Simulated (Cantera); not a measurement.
Input: 1 mol TiO₂, 3.3 mol CO, 2.3 mol H₂, 0.78 mol CH₄, at 1375 K and 9.10 mbar.

Equilibrium computed with Cantera from the NASA thermochemical tables; the gas is ideal and each condensed phase is pure. Candidate condensed phases: C, C₆H₆, C₇H₈, C₈H₁₈, H₂O, Ti, TiC, TiO, TiO₂, Ti₂O₃, Ti₃O₅, Ti₄O₇; 113 gas species. Mutual solubility and eutectic melting of coexisting phases are not modelled. TiC: taken at fixed stoichiometry. Equilibrium is a limit: real reactors are often held back by kinetics, nucleation or transport.

Base state: CO 0.507, H₂ 0.493, H₂O 3.83e-5, H 2.52e-5, CO₂ 1.90e-5 (mole fractions); condensed: TiC(s) + Ti₂O₃(s).

What changes in the equilibrium state with this change: pressure from 9.10 mbar to 1 atm?


```csv
species,before,after
H₂,0.493,0.519
CO,0.507,0.478
CH₄,3.01e-6,0.00136
H₂O,3.83e-5,0.00116
CO₂,1.90e-5,0.000516
"TiC(s), mol",0.112,0
"Ti₂O₃(s), mol",0.444,0
"C(graphite), mol",0,0.532
"Ti₄O₇(s), mol",0,0.250
```
Condensed phases not in the tables: Magnéli phases beyond Ti₄O₇.

What changes in the equilibrium state with this change: temperature from 1375 K to 1698 K?


```tsv
species	before	after
CO	0.507	0.507
H₂	0.493	0.492
H	2.52e-5	0.00106
H₂O	3.83e-5	5.23e-5
CO₂	1.90e-5	1.58e-5
TiC(s), mol	0.112	0.112
Ti₂O₃(s), mol	0.444	0.444
```
